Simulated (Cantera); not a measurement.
A freely propagating, adiabatic, planar premixed flame of 18.3 % CO, 14.4 % H2, 18.2 % O2, 49.1 % N2, unburnt at 375 K and 100.0 Torr; mixture-averaged transport, grid criteria slope 0.08 and curve 0.16, no radiation.

Detailed kinetics in Cantera: GRI-Mech 3.0 (53 species, 325 reactions). Burning velocities carry a grid error of a few per cent, more on coarse grids.

**Question.** Predict: laminar burning velocity; thermal thickness; peak x(OH); peak x(O).

**Answer.** 
```json
{
  "laminar_burning_velocity": "202 cm/s",
  "thermal_thickness": "6.22 mm",
  "peak x(OH)": "0.0166",
  "peak x(O)": "0.0241"
}
```
